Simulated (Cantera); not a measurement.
Feed: 1 mol SiH2Cl2, 14 mol NH3, a varied amount of N2, equilibrated at 2073.15 K and 13.3 mbar.

These are equilibrium values from Cantera (NASA tables, ideal gas, pure condensed phases), not measurements of a reactor. Candidate condensed phases: NH4Cl, Si, Si3N4; 28 gas species. The tables' values for SiCl, SiN are old estimates; treat these amounts as uncertain. Gases not in the tables: Si2H6 and higher silanes. Kinetics and transport are ignored.

x: gas mole fraction; n: condensed amount in mol.

```tsv
n(N2) (mol)	x N2	x H2	x HCl	x H	x Si	x SiCl2	n Si(l)
1.8	0.272	0.647	0.0456	0.0183	0.00749	0.00708	0.459
3.4	0.306	0.616	0.0434	0.0179	0.00749	0.00673	0.445
6.7	0.367	0.561	0.0394	0.0171	0.00749	0.00612	0.414
13	0.457	0.478	0.0336	0.0158	0.00749	0.00520	[?]
25	0.573	0.373	0.0262	0.0139	0.00749	0.00405	[?]
50	0.702	0.256	0.0179	0.0115	0.00749	0.00275	[?]
97	0.810	0.161	0.0119	0.00914	0.00538	0.00140	[?]
```

Task: Complete the blanks.

Result: 
- 13, n Si(l): 0.357
- 25, n Si(l): 0.250
- 50, n Si(l): 0.0281
- 97, n Si(l): 0
